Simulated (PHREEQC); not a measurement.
# Metal-bearing waste water

Make-up at 90 °C: 32 mmol/kgw NiSO4, 14 mmol/kgw MgSO4, 49 mmol/kgw H2SO4 and 0.047 mmol/kgw NaCl. Closed to the air; pH follows from the charge balance.

Computed with PHREEQC (ion-association model, wateq4f.dat).

```yaml
pH: 1.61
ionic_strength: 0.136 mol/kgw
total_alkalinity: -98.0 meq/kg
```

| species | molality | activity | log γ |
|---|---|---|---|
| HSO4- | 0.0670 | 0.0488 | -0.138 |
| H+ | 0.0310 | 0.0245 | -0.101 |
| Ni+2 | 0.0242 | 0.00704 | -0.535 |
| SO4-2 | 0.0128 | 0.00373 | -0.536 |
| NiSO4 | 0.00785 | 0.00810 | 0.014 |
| MgSO4 | 0.00733 | 0.00756 | 0.014 |
| Mg+2 | 0.00667 | 0.00219 | -0.484 |
| Cl- | 4.62e-5 | 3.29e-5 | -0.148 |
| Na+ | 4.58e-5 | 3.37e-5 | -0.134 |

No solid was allowed to form. Species that the database lacks are ignored. Constants without temperature data keep their 25 °C values here.
